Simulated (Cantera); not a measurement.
Mixture: CH₃OH : O₂ : N₂ = 1 : 2.59 : 9.72 (molar parts), at 760 Torr, adiabatic and at constant pressure. Ignition delay is the time to a rise of 400 K.

Model: GRI-Mech 3.0 (53 species, 325 reactions), integrated in Cantera. GRI-Mech 3.0 was tuned for natural gas; its chemistry of methanol as a main component is partial and can be far from experiment.

### Question
What does this change do: pressure from 760 Torr to 7500 Torr?

### Answer
```
quantity                                                before       after
--------------------------------------------------  ----------  ----------
delay at 1075 K                                        0.107 s     17.7 ms
delay at 1150 K                                        25.2 ms     4.04 ms
delay at 1225 K                                        7.18 ms     1.12 ms
delay at 1300 K                                        2.44 ms    0.365 ms
delay at 1375 K                                       0.962 ms    0.139 ms
delay at 1450 K                                       0.434 ms     60.8 µs
apparent activation energy between 1300 and 1450 K  180 kJ/mol  190 kJ/mol
```

### Question
What does this change do: constant volume in place of constant pressure?

### Answer
| quantity | before | after |
|---|---|---|
| delay at 1075 K | 0.107 s | 0.105 s |
| delay at 1150 K | 25.2 ms | 24.6 ms |
| delay at 1225 K | 7.18 ms | 6.94 ms |
| delay at 1300 K | 2.44 ms | 2.31 ms |
| delay at 1375 K | 0.962 ms | 0.894 ms |
| delay at 1450 K | 0.434 ms | 0.393 ms |
| apparent activation energy between 1300 and 1450 K | 180 kJ/mol | 190 kJ/mol |
